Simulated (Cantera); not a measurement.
A perfectly stirred reactor is fed with CH₄ : C₂H₆ : O₂ : N₂ = 1 : 0.032 : 4.91 : 18.5 (molar parts), at 0.490 bar; it is adiabatic with a 375 K inlet, and is followed from long to short residence time, starting on the burning branch (τ in s: 0.29, 0.13, 0.056, 0.025, 0.011, 0.0048, 0.0021, 0.00092, 0.00041, 0.00018, 7.9e-05).

Model: GRI-Mech 3.0 (53 species, 325 reactions), integrated in Cantera.

Question: What does this change do: pressure from 0.490 bar to 10.0 bar?

Answer: 
```csv
quantity,before,after
"blow-out, bracketed by the residence times tried","burning at 4.80 ms, out at 2.10 ms","burning at 25.0 ms, out at 11.0 ms"
x(CH₄) at τ = 0.290 s,2.45e-5,4.27e-5
x(C₂H₆) at τ = 0.290 s,2.10e-7,4.06e-7
x(O₂) at τ = 0.290 s,0.114,0.115
x(CH₂) at τ = 0.290 s,1.23e-8,3.78e-10
x(CO) at τ = 0.290 s,0.000298,0.000325
x(CH₄) at τ = 4.80 ms,0.000467,0.0409
x(C₂H₆) at τ = 4.80 ms,3.72e-6,0.00131
x(O₂) at τ = 4.80 ms,0.118,0.201
x(CH₂) at τ = 4.80 ms,3.25e-7,<1e-12
x(CO) at τ = 4.80 ms,0.00600,<1e-12
```

Question: What does this change do: inlet temperature 375 to 650 K?

Answer: 
```
quantity                                                                      before                                 after
------------------------------------------------  ----------------------------------  ------------------------------------
blow-out, bracketed by the residence times tried  burning at 4.80 ms, out at 2.10 ms  burning at 0.410 ms, out at 0.180 ms
x(CH₄) at τ = 0.290 s                                                        2.45e-5                               8.71e-6
x(C₂H₆) at τ = 0.290 s                                                       2.10e-7                               7.21e-8
x(O₂) at τ = 0.290 s                                                           0.114                                 0.114
x(CH₂) at τ = 0.290 s                                                        1.23e-8                               1.32e-8
x(CO) at τ = 0.290 s                                                        0.000298                              0.000194
x(CH₄) at τ = 4.80 ms                                                       0.000467                              0.000121
x(C₂H₆) at τ = 4.80 ms                                                       3.72e-6                               9.78e-7
x(O₂) at τ = 4.80 ms                                                           0.118                                 0.115
x(CH₂) at τ = 4.80 ms                                                        3.25e-7                               3.19e-7
x(CO) at τ = 4.80 ms                                                         0.00600                               0.00307
```
